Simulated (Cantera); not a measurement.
An isothermal, constant-pressure homogeneous reactor starts with 73.0 % NO, 27.0 % N2, at 1648 K and 750 Torr.

Model: GRI-Mech 3.0 (53 species, 325 reactions), integrated in Cantera.

x: mole fraction; the columns are a selection and need not sum to one.

| t (s) | x NO | x O2 | x N2O | x NO2 | x O |
|---|---|---|---|---|---|
| 4.00e-6 | 0.730 | 2.70e-11 | 1.11e-7 | 2.29e-8 | 8.85e-8 |
| 1.32e-5 | 0.730 | 2.19e-10 | … | … | … |
| 4.33e-5 | 0.730 | 1.28e-9 | 1.20e-6 | 9.75e-7 | 2.35e-7 |
| 0.000143 | 0.730 | 6.48e-9 | 3.93e-6 | 3.75e-6 | 2.52e-7 |
| 0.000469 | 0.730 | 4.33e-8 | 1.27e-5 | 1.31e-5 | 3.03e-7 |
| 0.00154 | 0.730 | … | … | … | … |
| 0.00508 | 0.730 | 9.99e-6 | 0.000102 | 0.000161 | 1.03e-6 |
| 0.0167 | 0.729 | 0.000186 | 0.000182 | 0.000381 | 1.97e-6 |
| 0.0551 | 0.727 | 0.00121 | 0.000200 | 0.000457 | 2.30e-6 |
| 0.181 | 0.720 | 0.00464 | 0.000196 | 0.000552 | 2.76e-6 |
| 0.597 | 0.697 | 0.0156 | 0.000183 | 0.000768 | 3.85e-6 |
| 1.96 | 0.633 | 0.0476 | 0.000150 | 0.00111 | 5.96e-6 |
| 6.46 | 0.483 | 0.122 | 8.61e-5 | 0.00132 | 9.13e-6 |
| 21.3 | 0.265 | 0.232 | 2.57e-5 | 0.000988 | 1.24e-5 |
| 70.0 | 0.0974 | 0.316 | 3.55e-6 | 0.000424 | 1.44e-5 |

Some entries are withheld; supply them.


- 1.32e-5, x N2O: 3.66e-7
- 1.32e-5, x NO2: 1.82e-7
- 1.32e-5, x O: 1.85e-7
- 0.00154, x O2: 4.99e-7
- 0.00154, x N2O: 3.88e-5
- 0.00154, x NO2: 4.59e-5
- 0.00154, x O: 4.76e-7
